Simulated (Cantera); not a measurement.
A perfectly stirred reactor is fed with 16.5 % H₂, 17.5 % O₂, 66.0 % N₂, equivalence ratio 0.47, at 0.760 atm; it is adiabatic with a 425 K inlet, and is followed from long to short residence time, starting on the burning branch (τ in s: 0.022, 0.0088, 0.0035, 0.0014, 0.00057, 0.00023, 9.3e-05, 3.8e-05, 1.5e-05).

Detailed kinetics in Cantera: the H2/O2 subset of GRI-Mech 3.0, which has no nitrogen chemistry.

Problem. Predict: blow-out, bracketed by the residence times tried; x(H₂) at τ = 22.0 ms; x(O₂) at τ = 22.0 ms; x(OH) at τ = 22.0 ms; x(H₂O) at τ = 22.0 ms; x(O) at τ = 22.0 ms; x(H₂) at τ = 0.570 ms; x(O₂) at τ = 0.570 ms; x(OH) at τ = 0.570 ms; x(H₂O) at τ = 0.570 ms; x(O) at τ = 0.570 ms.

Solution. 
| Property | Result |
|---|---|
| blow-out, bracketed by the residence times tried | burning at 93.0 µs, out at 38.0 µs |
| x(H₂) at τ = 22.0 ms | 0.000544 |
| x(O₂) at τ = 22.0 ms | 0.100 |
| x(OH) at τ = 22.0 ms | 0.00230 |
| x(H₂O) at τ = 22.0 ms | 0.178 |
| x(O) at τ = 22.0 ms | 0.000517 |
| x(H₂) at τ = 0.570 ms | 0.00534 |
| x(O₂) at τ = 0.570 ms | 0.0996 |
| x(OH) at τ = 0.570 ms | 0.00569 |
| x(H₂O) at τ = 0.570 ms | 0.168 |
| x(O) at τ = 0.570 ms | 0.00464 |
